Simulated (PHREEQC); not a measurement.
Consider water at 80 °C with 5.6 mmol/kgw NH3, 8.3 mmol/kgw H3BO3 and 28 mmol/kgw KHCO3. Closed to the air; pH follows from the charge balance.

All values are PHREEQC results (ion-association model, wateq4f.dat), not measurements.

No solid was allowed to form.

Question: Predict the pH, ionic strength.

Answer: pH 8.19; ionic strength 0.0305 mol/kgw.

Question: In which forms is N present?

Answer: NH3 65 %, NH4+ 35 % of the N.

At this temperature some constants are extrapolated from 25 °C, and those without enthalpy data are left unchanged.
